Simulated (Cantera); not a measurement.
# Oxide etching and cleaning by halides: Al2O3 + Cl2 + O2

Input: 1 mol Al2O3, 2.5 mol Cl2, 9.4 mol O2, equilibrated at 100000 Pa.

Cantera equilibrium calculation (NASA polynomials, part measured and part estimated; ideal gas, pure solids and liquids). Candidate condensed phases: Al, AlCl3, Al2O3; 17 gas species. Kinetics and transport are ignored.

```csv
T (K),log p O2,log p Cl2,log p Cl,log p ClO,n Al2O3(s)
1300,-0.10,-0.68,-2.25,-3.78,1.000
1350,-0.10,-0.69,-2.06,-3.63,1.000
1400,-0.11,-0.69,-1.89,-3.50,1.000
1450,-0.11,-0.70,-1.74,-3.37,1.000
1500,-0.11,-0.71,-1.59,-3.25,1.000
1550,-0.11,-0.73,-1.45,-3.15,1.000
1600,-0.11,-0.74,-1.33,-3.05,0.999
1650,-0.12,-0.76,-1.22,-2.96,0.999
1700,-0.12,-0.79,-1.11,-2.88,0.998
1750,-0.12,-0.82,-1.02,-2.81,0.997
```
log p: log10 of the partial pressure in bar; n: condensed amount in mol.

From 1300 K to 1750 K the condensed part is Al2O3(s). The main Al-bearing gas is AlCl3 throughout.
